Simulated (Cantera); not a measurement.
A closed system holds: 1 mol Si3N4, 60 mol HCl, 9.5 mol N2, 150 mol H2, held at 1.00 bar.

Equilibrium computed with Cantera from the NASA thermochemical tables; the gas is ideal and each condensed phase is pure. Candidate condensed phases: NH4Cl, Si, Si3N4; 28 gas species. Rates play no part.

**Question.** What share of the Si ends up in condensed phases as a function of T (K), at 873, 973, 1073, 1173, 1273, 1373, 1473, 1573, 1673, 1773, 1873, 1973, 2073?

**Answer.** 
| T (K) | Si condensed (%) | as |
|---|---|---|
| 873 | 0.0 | - |
| 973 | 9.2 | Si3N4(s) |
| 1073 | 24.3 | Si3N4(s) |
| 1173 | 34.8 | Si3N4(s) |
| 1273 | 41.1 | Si3N4(s) |
| 1373 | 42.1 | Si3N4(s) |
| 1473 | 32.3 | Si3N4(s) |
| 1573 | 0.0 | - |
| 1673 | 0.0 | - |
| 1773 | 0.0 | - |
| 1873 | 0.0 | - |
| 1973 | 0.0 | - |
| 2073 | 0.0 | - |
